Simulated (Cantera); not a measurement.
A closed system holds: 1 mol SiH2Cl2, 2.1 mol NH3, 0.29 mol H2, held at 500 °C and 750 Torr.

These are equilibrium values from Cantera (NASA tables, ideal gas, pure condensed phases), not measurements of a reactor. Candidate condensed phases: NH4Cl, Si, Si3N4; 28 gas species. Rates play no part.

Base state: H2 0.658, HCl 0.224, N2 0.0867, SiCl4 0.0306, NH3 0.000622, SiHCl3 5.65e-5 (mole fractions); condensed: Si3N4(s).

What changes in the equilibrium state with this change: NH3 from 2.1 to 15 mol?


```json
[
 {"species": "H2", "before": "0.658", "after": "0.720"},
 {"species": "N2", "before": "0.0867", "after": "0.216"},
 {"species": "HCl", "before": "0.224", "after": "0.0630"},
 {"species": "SiCl4", "before": "0.0306", "after": "8.62e-5"},
 {"species": "SiHCl3", "before": "5.65e-5", "after": "6.20e-7"},
 {"species": "NH3", "before": "0.000622", "after": "0.00112"},
 {"species": "Si3N4(s), mol", "before": "0.274", "after": "0.332"}
]
```

What changes in the equilibrium state with this change: temperature from 500 °C to 1502 °C?


```tsv
species	before	after
H2	0.658	0.629
HCl	0.224	0.225
N2	0.0867	0.0968
SiCl2	<1e-9	0.0397
SiCl4	0.0306	0.00172
SiCl3	2.74e-8	0.00636
H	<1e-9	0.000229
Cl	<1e-9	6.32e-5
SiH2Cl2	8.00e-9	0.000134
NH3	0.000622	4.77e-6
Si3N4(s), mol	0.274	0.236
```
The tables' values for SiCl3 are old estimates; treat these amounts as uncertain.

What changes in the equilibrium state with this change: NH3 from 2.1 to 0.98 mol?


| species | before | after |
|---|---|---|
| H2 | 0.658 | 0.688 |
| HCl | 0.224 | 0.210 |
| SiCl4 | 0.0306 | 0.0911 |
| N2 | 0.0867 | 0.00994 |
| SiHCl3 | 5.65e-5 | 0.000188 |
| NH3 | 0.000622 | 0.000226 |
| Si3N4(s), mol | 0.274 | 0.228 |
